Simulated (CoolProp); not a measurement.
Vapour-liquid equilibrium of benzene (1) + n-nonane (2) at 462.4 K; x and y are mole fractions of (1).

Computed with CoolProp (multi-fluid Helmholtz-energy mixture model, Thol 2012 and Lemmon 2006; pair parameters Bell 2016).

### Question
Give the bubble pressure and the first vapour's composition at x = 0.275, 0.5, 0.725. Is there an azeotrope?

### Answer
x = 0.275: 0.5491 MPa, y = 0.614; x = 0.5: 0.7532 MPa, y = 0.780; x = 0.725: 0.9496 MPa, y = 0.889. No azeotrope shows between x = 0.05 and 0.95.

Pair parameters are fitted to limited data, so mixtures are less certain than the pure fluids.
